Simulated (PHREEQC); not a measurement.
Consider water at 25 °C with 0.21 mol/kgw CuSO4, 0.053 mol/kgw HBF4 and 0.0058 mol/kgw NaCl. Closed to the air; pH follows from the charge balance.

Model: ion-association model, wateq4f.dat, run in PHREEQC.

This is a speciation only: nothing precipitates in the calculation.

What pH, ionic strength does the model give?

pH 1.86; ionic strength 0.450 mol/kgw.

In which forms is Cu present?

Cu+2 55 %, CuSO4 45 % of the Cu.

Species that the database lacks are ignored. Real BF4- forms and hydrolyses slowly; the run takes it at equilibrium.
